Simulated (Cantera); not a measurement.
A closed system holds: 1 mol TEOS, 0.92 mol H2O, 45 mol N2, 0.22 mol CO2, at 1.00 Torr.

Method: chemical equilibrium by Gibbs-energy minimisation in Cantera with the NASA 1993 tables (ideal gas, pure condensed phases). Candidate condensed phases: C, C6H6, C7H8, C8H18, H2O, Si, SiC, SiO2, Si2N2O, Si3N4; 151 gas species. The feed counts by its element totals alone. The numbers say what is thermodynamically allowed, not how fast it happens. All values below are at 1627 °C.

Base state: N2 0.729, H2 0.171, CO 0.0864, H 0.00899, HCN 0.00344, SiO 0.000630, Si 0.000351, HNC 0.000161 (mole fractions); condensed: C(graphite) + SiC(s).

What changes in the equilibrium state with this change: TEOS replaced by Si2H6?


```csv
species,before,after
N2,0.729,0.883
H2,0.171,0.0739
SiO,0.000630,0.0226
CO,0.0864,0.00407
Si3,<1e-9,1.71e-5
C2H2 (acetylene),6.53e-5,3.52e-8
Si2N,1.97e-7,0.000157
"C(graphite), mol",1.73,0
"SiC(s), mol",0.938,0
"Si(l), mol",0,0.313
```
The tables' values for SiN are old estimates; treat these amounts as uncertain.

What changes in the equilibrium state with this change: CO2 from 0.22 to 1.4 mol?


```csv
species,before,after
N2,0.729,0.702
H2,0.171,0.165
CO,0.0864,0.120
SiO,0.000630,0.000874
C2H2 (acetylene),6.53e-5,6.28e-5
HCN,0.00344,0.00331
"C(graphite), mol",1.73,0.585
"SiC(s), mol",0.938,0.920
```
